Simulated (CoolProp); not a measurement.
Vapour-liquid equilibrium of CH2F2 (R32) (1) + R1234ze(E) (2) at 20.45 °C; x and y are mole fractions of (1).

Model: multi-fluid Helmholtz-energy mixture model, Tillner-Roth 1997 and Thol 2016; pair parameters Bell 2023, in CoolProp.

| x | bubble pressure (MPa) | y at the bubble point | dew pressure at overall composition x (MPa) | liquid density (mol/L) |
|---|---|---|---|---|
| 0.05 | 0.4929 | 0.150 | 0.4517 | 10.56 |
| 0.125 | 0.5815 | ? | 0.4821 | 10.93 |
| 0.2 | 0.6682 | 0.444 | 0.5164 | 11.33 |
| 0.275 | 0.7522 | ? | 0.5557 | 11.76 |
| 0.35 | 0.8332 | 0.617 | 0.6008 | 12.23 |
| 0.425 | 0.9114 | 0.680 | 0.6533 | 12.73 |
| 0.5 | 0.9873 | 0.734 | 0.7146 | ? |
| 0.575 | 1.062 | 0.781 | 0.7870 | 13.89 |
| 0.65 | 1.135 | 0.825 | 0.8728 | 14.56 |
| 0.725 | 1.209 | 0.865 | 0.9742 | 15.30 |
| 0.8 | 1.284 | 0.903 | 1.093 | 16.12 |
| 0.875 | 1.360 | 0.940 | 1.228 | 17.04 |
| 0.95 | 1.439 | 0.977 | 1.381 | 18.07 |

Q: Some entries are withheld; supply them.

A: 
- 0.125, y at the bubble point: 0.319
- 0.275, y at the bubble point: 0.540
- 0.5, liquid density (mol/L): 13.28

No azeotrope shows between x = 0.05 and 0.95.

The pair parameters rest on a limited set of measurements; away from them the model extrapolates.
